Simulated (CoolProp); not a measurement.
Sulfur dioxide along the isotherm 395 K: density (kg/m³) from the reference equation and from simpler models built on Tc = 430.6 K, pc = 78.87 bar, ω = 0.256; each cubic takes its own stable root.

Computed with CoolProp (reference Helmholtz-energy equation of state, Gao 2016).

```
p (bar)  phase  reference
-------  -----  ---------
0.125      gas     0.2440
0.194      gas     0.3789
0.302      gas     0.5902
0.471      gas     0.9213
0.733      gas      1.436
1.14       gas      2.239
1.78       gas      3.510
2.77       gas      5.495
4.31       gas      8.633
6.71       gas      13.65
10.4       gas      21.70
16.3       gas      35.55
25.3       gas      59.75
39.4       gas      111.6
```

Task: How far does each simpler model (ideal gas, van der Waals, Redlich-Kwong, Soave-Redlich-Kwong, Peng-Robinson) lie from the reference over these 14 states: mean and median of the absolute difference, and the worst?

Result: 
- ideal gas: mean 5.5 %, median 1.4 %, worst -31.1 % at 395 K and 39.4 bar
- van der Waals: mean 1.6 %, median 0.3 %, worst -10.8 % at 395 K and 39.4 bar
- Redlich-Kwong: mean 0.7 %, median 0.1 %, worst -5.3 % at 395 K and 39.4 bar
- Soave-Redlich-Kwong: mean 0.4 %, median 0.1 %, worst -3.1 % at 395 K and 39.4 bar
- Peng-Robinson: mean 0.2 %, median 0.1 %, worst -0.4 % at 395 K and 39.4 bar
